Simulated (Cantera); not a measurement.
A perfectly stirred reactor is fed with CH4 : H2 : N2 = 0.014 : 1 : 0.0018 (molar parts), at 0.133 bar; it is held at 1973 K, and followed from long to short residence time.

Detailed kinetics in Cantera: GRI-Mech 3.0 (53 species, 325 reactions). GRI-Mech 3.0 stops at C3 and has no aromatics, soot or wall deposition, so with more carbon than oxygen in the feed, carbon stays in small species such as C2H2 where larger ones or solid carbon would form.

Q: What does this change do: pressure from 0.133 bar to 0.0180 bar?

A: 
| quantity | before | after |
|---|---|---|
| x(CH4) at τ = 3.80 s | 0.000726 | 0.000715 |
| x(H2) at τ = 3.80 s | 0.987 | 0.982 |
| x(H) at τ = 3.80 s | 0.00367 | 0.00883 |
| x(CH3) at τ = 3.80 s | 5.33e-5 | 0.000127 |
| x(C2H4) at τ = 3.80 s | 6.68e-6 | 1.21e-6 |
| x(CH4) at τ = 58.0 ms | 0.00496 | 0.00756 |
| x(H2) at τ = 58.0 ms | 0.985 | 0.982 |
| x(H) at τ = 58.0 ms | 0.00341 | 0.00493 |
| x(CH3) at τ = 58.0 ms | 0.000339 | 0.000749 |
| x(C2H4) at τ = 58.0 ms | 9.15e-6 | 1.46e-5 |
Radical loss at walls, strong at low pressure, is not modelled.
